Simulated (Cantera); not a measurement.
A closed system holds: 1 mol SiO2, 1.9 mol CH4, 1.2 mol CO, held at 1.60 mbar.

Equilibrium computed with Cantera from the NASA thermochemical tables; the gas is ideal and each condensed phase is pure. Candidate condensed phases: C, C6H6, C7H8, C8H18, H2O, Si, SiC, SiO2; 123 gas species. Gases not in the tables: Si2H6 and higher silanes. The numbers say what is thermodynamically allowed, not how fast it happens. All values below are at 2123 K.

Base state: H2 0.477, CO 0.371, H 0.0619, SiO 0.0567, Si 0.0317, Si2C 0.00141, SiH 0.000452, SiC2 0.000179 (mole fractions); condensed: SiC(s).

Task: What changes in the equilibrium state with this change: SiO2 replaced by Fe3O4?

Result: 
```
species       before    after
-----------  -------  -------
Fe                 0    0.290
CO             0.371    0.265
H2             0.477    0.198
H2O          7.42e-8    0.155
SiO           0.0567        0
Si            0.0317        0
CO2          1.15e-8   0.0413
H             0.0619   0.0399
FeO                0  0.00598
OH           1.19e-9  0.00387
SiC(s), mol    0.310        0
```
Further candidate phases: Fe, Fe(CO)5, FeO, Fe(OH)2, Fe(OH)3, Fe2O3, Fe3O4.
